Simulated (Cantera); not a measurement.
A closed system holds: 1 mol Si(CH₃)₄, 0.19 mol C₃H₈, 290 mol H₂, equilibrated at 100000 Pa.

Method: chemical equilibrium by Gibbs-energy minimisation in Cantera with the NASA 1993 tables (ideal gas, pure condensed phases). Candidate condensed phases: C, C₆H₆, C₇H₈, C₈H₁₈, Si, SiC; 87 gas species. Gases not in the tables: Si₂H₆ and higher silanes. Equilibrium is a limit: real reactors are often held back by kinetics, nucleation or transport.

x: gas mole fraction; n: condensed amount in mol.

```csv
T (K),x H₂,x CH₄,x H,x C₂H₂ (acetylene),x CH₃,n SiC(s),n C(graphite)
1098,0.988,0.0122,2.46e-8,1.47e-9,5.54e-9,1.00,0
1198,0.988,0.0122,1.89e-7,5.91e-8,4.44e-8,1.00,0
1298,0.992,…,…,…,…,1.000,…
1398,0.996,0.00433,4.72e-6,2.44e-6,4.11e-7,1.000,2.29
1498,0.997,…,…,…,…,1.000,…
1598,0.998,0.00164,5.32e-5,2.69e-5,1.78e-6,1.000,3.07
1698,0.999,0.00110,0.000145,7.20e-5,3.24e-6,1.000,3.20
1798,0.999,0.000773,0.000352,0.000172,5.51e-6,1.000,3.23
1898,0.998,0.000563,0.000781,0.000376,8.84e-6,0.999,3.18
1998,0.997,0.000424,0.00160,0.000756,1.35e-5,0.997,2.99
2098,0.995,0.000328,0.00307,0.00142,1.97e-5,0.991,2.63
```

Question: Some entries are withheld; supply them.

Answer: 
- 1298, x CH₄: 0.00784
- 1298, x H: 1.07e-6
- 1298, x C₂H₂ (acetylene): 5.54e-7
- 1298, x CH₃: 1.66e-7
- 1298, n C(graphite): 1.26
- 1498, x CH₄: 0.00258
- 1498, x H: 1.72e-5
- 1498, x C₂H₂ (acetylene): 8.79e-6
- 1498, x CH₃: 9.00e-7
- 1498, n C(graphite): 2.80
